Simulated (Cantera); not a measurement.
Charge: 1 mol AlN, 5.4 mol H2, at 1.20 Pa.

Cantera equilibrium calculation (NASA polynomials, part measured and part estimated; ideal gas, pure solids and liquids). Candidate condensed phases: Al, AlN; 13 gas species. The numbers say what is thermodynamically allowed, not how fast it happens.

Problem. At 1200 °C, list the 5 most abundant gas species with their mole fractions, and the condensed phases.

Solution. H2 0.983, Al 0.00878, N2 0.00441, H 0.00362, AlH 4.05e-5. Condensed: AlN(s).
